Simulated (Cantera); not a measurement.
A freely propagating, adiabatic, planar premixed flame of H₂ : O₂ : N₂ = 1 : 0.217 : 0.652 (molar parts), equivalence ratio 2.3, unburnt at 350 K and 82.5 Torr; mixture-averaged transport, grid criteria slope 0.08 and curve 0.16, no radiation.

Cantera simulation using the H2/O2 subset of GRI-Mech 3.0, which has no nitrogen chemistry; the numbers are that mechanism's predictions, not measurements. Burning velocities carry a grid error of a few per cent, more on coarse grids.

Predict: laminar burning velocity; thermal thickness; peak x(HO₂); peak x(OH); peak x(H); peak x(O).


```
Item                        Result
------------------------  --------
laminar burning velocity  321 cm/s
thermal thickness          6.79 mm
peak x(HO₂)               0.000100
peak x(OH)                 0.00299
peak x(H)                    0.122
peak x(O)                  0.00348
```
